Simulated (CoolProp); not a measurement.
Saturation properties of n-perfluorohexane.

Values from CoolProp's reference Helmholtz-energy equation of state, Gao 2022.

| T (K) | p (bar) | liquid density (kg/m³) | liquid cp (kJ/(kg K)) | vapour Z |
|---|---|---|---|---|
| 270.8 | 0.07594 | 1754 | 1.004 | 0.9913 |
| 286.7 | 0.1737 | 1709 | 1.029 | 0.9834 |
| 302.7 | 0.3576 | 1663 | 1.054 | 0.9713 |
| 318.7 | 0.6726 | 1615 | 1.079 | 0.9539 |
| 334.6 | 1.170 | 1564 | 1.105 | 0.9305 |
| 350.6 | 1.922 | 1511 | 1.133 | 0.8999 |
| 366.6 | 2.998 | 1452 | 1.163 | 0.8610 |
| 382.5 | 4.471 | 1387 | 1.199 | 0.8126 |
| 398.5 | 6.454 | 1310 | 1.247 | 0.7514 |
| 414.5 | 9.055 | 1217 | 1.324 | 0.6725 |
| 430.5 | 12.44 | 1087 | 1.516 | 0.5628 |

It boils at 330.3 K under 1 atm.
